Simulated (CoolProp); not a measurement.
Vapour-liquid equilibrium of methanol (1) + toluene (2) at 0.708 MPa; x and y are mole fractions of (1).

The numbers come from the multi-fluid Helmholtz-energy mixture model, de Reuck 1993 and Lemmon 2006; pair parameters Bell 2016 in CoolProp.

| x | bubble temperature (°C) | y at the bubble point | dew temperature at overall composition x (°C) | liquid density (mol/L) |
|---|---|---|---|---|
| 0.05 | 170.6 | 0.375 | 193.6 | 7.938 |
| 0.15 | 147.2 | 0.631 | 186.9 | 8.735 |
| 0.25 | 138.5 | 0.709 | 179.9 | 9.446 |
| 0.35 | (withheld) | 0.745 | 172.6 | 10.21 |
| 0.45 | 132.0 | 0.770 | 164.5 | 11.11 |
| 0.55 | 130.1 | (withheld) | 155.5 | 12.18 |
| 0.65 | 128.4 | 0.819 | 145.2 | 13.49 |
| 0.75 | 126.8 | 0.854 | 133.9 | 15.12 |
| 0.85 | 125.3 | 0.900 | 127.0 | 17.16 |
| 0.95 | (withheld) | 0.963 | 124.3 | 19.75 |

Task: What belongs in the gaps?

Result: 
- 0.35, bubble temperature (°C): 134.4
- 0.55, y at the bubble point: 0.792
- 0.95, bubble temperature (°C): 124.1

No azeotrope shows between x = 0.05 and 0.95.

Pair parameters are fitted to limited data, so mixtures are less certain than the pure fluids. With so large a gap from Raoult's law the liquid may split in two, which this calculation doesn't test in full.
